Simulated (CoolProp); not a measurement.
The numbers come from the reference Helmholtz-energy equation of state, Span 2003 in CoolProp. It is a short technical equation, of lower accuracy than the large ones.

**Question.** Give the vapour pressure (MPa), enthalpy of vaporisation (kJ/kg), liquid cp (kJ/(kg K)), liquid viscosity (µPa s) of saturated n-heptane at 108.45, 169.05, 209.35 °C.

**Answer.** 
```
T (°C)  p (MPa)  enthalpy of vaporisation (kJ/kg)  liquid cp (kJ/(kg K))  liquid viscosity (µPa s)
------  -------  --------------------------------  ---------------------  ------------------------
108.45    0.135                               309                   2.61                       182
169.05    0.554                               256                   2.94                       114
209.35     1.15                               207                   3.28                      81.7
```

Viscosity comes from a separate model (Michailidou 2014).
